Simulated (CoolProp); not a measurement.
Vapour-liquid equilibrium of ethylene (1) + propylene (2) at 197.3 K; x and y are mole fractions of (1).

The numbers come from the multi-fluid Helmholtz-energy mixture model, Smukala 2000 and Lemmon 2013; pair parameters Bell 2016 in CoolProp.

Q: Give the bubble pressure and the first vapour's composition at x = 0.15, 0.45, 0.55. Is there an azeotrope?

A: x = 0.15: 83.44 kPa, y = 0.762; x = 0.45: 200.6 kPa, y = 0.931; x = 0.55: 237.7 kPa, y = 0.950. No azeotrope shows between x = 0.05 and 0.95.

The pair parameters rest on a limited set of measurements; away from them the model extrapolates. The gap from Raoult's law changes sign with composition, which may be real or a fault of the pair parameters; it wasn't checked against measurements.
